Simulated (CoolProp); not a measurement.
The fluid at 346.04 K and 0.909 MPa is compressed adiabatically to 5.04 MPa with isentropic efficiency 0.7. The same conditions are run with several fluids, on thermodynamics alone (safety and materials aside).

Values from CoolProp's reference Helmholtz-energy equation of state of each fluid (dimethyl ether: Wu 2011; R125: Lemmon 2005; nitrogen: Span 2000; hydrogen sulfide: Lemmon 2006; normal hydrogen: Leachman 2009).

Rank dimethyl ether, R125, nitrogen, hydrogen sulfide, normal hydrogen by work (kJ/kg), highest first.

normal hydrogen (4550), nitrogen (327), hydrogen sulfide (242), dimethyl ether (139), R125 (53.6)

```tsv
fluid	final temperature (K)	final phase	final density (kg/m³)
dimethyl ether	454.7	gas	81.6
R125	426.1	supercritical	217
nitrogen	653.0	supercritical	25.5
hydrogen sulfide	582.1	gas	36.9
normal hydrogen	657.0	supercritical	1.83
```
